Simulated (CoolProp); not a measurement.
Properties of ethanol along the isobar 101 kPa.

Values from CoolProp's reference Helmholtz-energy equation of state, Schroeder 2014.

```tsv
T (K)	phase	cp (kJ/(kg K))	Joule-Thomson coefficient (K/MPa)
399.6	gas	1.823	33.35
409.6	gas	1.850	29.67
419.7	gas	1.877	26.43
429.8	gas	1.904	23.61
439.9	gas	1.932	21.14
449.9	gas	1.960	19.00
460	gas	1.988	17.10
470.1	gas	2.016	15.43
480.1	gas	2.044	13.97
490.2	gas	2.072	12.66
500.3	gas	2.100	11.50
510.3	gas	2.127	10.49
520.4	gas	2.154	9.568
530.5	gas	2.181	8.749
540.5	gas	2.207	8.024
550.6	gas	2.234	7.367
```
